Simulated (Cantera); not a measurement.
An isothermal, constant-pressure homogeneous reactor starts with 0.524 % CO, 0.277 % O₂, 0.316 % H₂O, 98.9 % N₂, equivalence ratio 0.95, at 1023 K and 13300 Pa.

Model: GRI-Mech 3.0 (53 species, 325 reactions), integrated in Cantera.

x: mole fraction; the columns are a selection and need not sum to one.

```tsv
t (s)	x CO	x O₂	x H₂O	x CO₂	x OH
0.000400	0.00524	0.00277	0.00316	1.40e-12	<1e-12
0.00126	0.00524	0.00277	0.00316	4.48e-12	<1e-12
0.00400	0.00524	0.00277	0.00316	1.50e-11	<1e-12
0.0126	0.00524	0.00277	0.00316	6.18e-11	1.88e-12
0.0400	0.00524	0.00277	0.00316	6.44e-10	2.26e-11
0.126	0.00524	0.00277	0.00316	2.24e-7	7.77e-9
0.400	___	___	___	___	___
1.26	0.000140	0.000257	0.00308	0.00511	7.40e-6
4.00	2.55e-5	0.000168	0.00316	0.00523	2.75e-6
```

**Question.** What belongs in the gaps?

**Answer.** 
- 0.400, x CO: 0.00194
- 0.400, x O₂: 0.00123
- 0.400, x H₂O: 0.00281
- 0.400, x CO₂: 0.00331
- 0.400, x OH: 2.11e-5
